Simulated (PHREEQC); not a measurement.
Dissolve 0.28 mol HF, 0.00026 mol KF and 0.0046 mol H2SiF6 per kg of water at 25 °C. Closed to the air; pH follows from the charge balance.

Computed with PHREEQC (ion-association model, wateq4f.dat).

The ionic strength comes out as 0.0244 mol/kgw. What activity coefficients do K+, SiF6-2, HF2-, F-, H+ get?

K+ 0.86, SiF6-2 0.56, HF2- 0.86, F- 0.86, H+ 0.88.

No solid was allowed to form. wateq4f.dat counts part of the HF as a dimer, H2F2, which phreeqc.dat doesn't know; its constant is uncertain. SiF6-2 is the database's only silicon fluoride.
